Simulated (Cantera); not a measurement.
An isothermal, constant-pressure homogeneous reactor starts with CO : O₂ : H₂O : N₂ = 0.017 : 0.0096 : 0.061 : 1 (molar parts), equivalence ratio 0.89, at 1150 K and 0.370 bar.

Cantera simulation using GRI-Mech 3.0 (53 species, 325 reactions); the numbers are that mechanism's predictions, not measurements.

x: mole fraction; the columns are a selection and need not sum to one.

```csv
t (s),x CO,x O₂,x H₂O,x CO₂,x O,x NO
4.00e-6,0.0156,0.00883,0.0561,4.41e-12,4.38e-12,<1e-12
1.39e-5,0.0156,0.00883,0.0561,1.53e-11,1.50e-11,<1e-12
4.80e-5,0.0156,0.00883,0.0561,5.46e-11,4.99e-11,<1e-12
0.000167,0.0156,0.00883,0.0561,2.25e-10,1.56e-10,<1e-12
0.000577,0.0156,0.00883,0.0561,1.69e-9,5.94e-10,<1e-12
0.00200,0.0156,0.00883,0.0561,8.26e-8,1.79e-8,<1e-12
0.00693,0.0135,(withheld),0.0552,0.00218,0.000203,7.32e-9
0.0240,0.000837,(withheld),0.0553,0.0149,5.47e-5,3.71e-7
0.0833,0.000100,(withheld),0.0563,0.0157,6.35e-6,3.96e-7
0.289,1.36e-5,0.00104,0.0565,0.0157,7.86e-7,3.97e-7
1.00,1.50e-6,0.00102,0.0565,0.0158,9.32e-8,3.97e-7
```

### Question
Fill in the missing entries.

### Answer

- 0.00693, x O₂: 0.00800
- 0.0240, x O₂: 0.00192
- 0.0833, x O₂: 0.00115
